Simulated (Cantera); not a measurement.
Charge: 1 mol TiO₂, a varied amount of CO, 8.4 mol H₂, at 7.50 Torr.

Equilibrium computed with Cantera from the NASA thermochemical tables; the gas is ideal and each condensed phase is pure. Candidate condensed phases: C, C₆H₆, C₇H₈, C₈H₁₈, H₂O, Ti, TiC, TiO, TiO₂, Ti₂O₃, Ti₃O₅, Ti₄O₇; 113 gas species. Mutual solubility and eutectic melting of coexisting phases are not modelled. Condensed phases not in the tables: Magnéli phases beyond Ti₄O₇. The numbers say what is thermodynamically allowed, not how fast it happens.

Stable condensed phases, one row left out:

```
T in °C \ n(CO) in mol
         0.68 0.81 0.97  1.2  1.4  1.7    2  2.4  2.8  3.4  4.1  4.8  5.8
   1327     A    A    A    A    A    A    A    A    A    A    A    A    A
   1277     B    B    B    B    B    B    B    B    B    B    B    B    B
   1227     B    B    B    B    B    B    B    B    B    B    B    B    B
   1177     B    B    B    B    B    B    B    B    B    B    B    B    B
   1127     B    B    B    B    B    B    B    B    B    B    B    B    B
   1077     B    B    B    B    B    B    B    B    B    B    B    B    B
   1027     B    B    B    B    B    B    B    B    B    B    B    B    B
    977     B    B    B    B    B    B    B    B    B    B    B    B    B
    927     B    B    B    B    B    B    B    B    B    B    B    B    B
    827     B    B    B    B    B    B    B    B    B    B    B    C    C
    777     D    D    D    D    D    D    D    C    C    C    C    C    C
    727     D    D    D    D    D    C    C    C    C    C    C    C    C
```

A: Ti₄O₇; B: TiO₂ + Ti₄O₇; C: C + TiO₂; D: TiO₂.

Problem. Give the row for 877 °C.

Solution. 0.68: TiO₂ + Ti₄O₇; 0.81: TiO₂ + Ti₄O₇; 0.97: TiO₂ + Ti₄O₇; 1.2: TiO₂ + Ti₄O₇; 1.4: TiO₂ + Ti₄O₇; 1.7: TiO₂ + Ti₄O₇; 2: TiO₂ + Ti₄O₇; 2.4: TiO₂ + Ti₄O₇; 2.8: TiO₂ + Ti₄O₇; 3.4: TiO₂ + Ti₄O₇; 4.1: TiO₂ + Ti₄O₇; 4.8: TiO₂ + Ti₄O₇; 5.8: TiO₂ + Ti₄O₇.
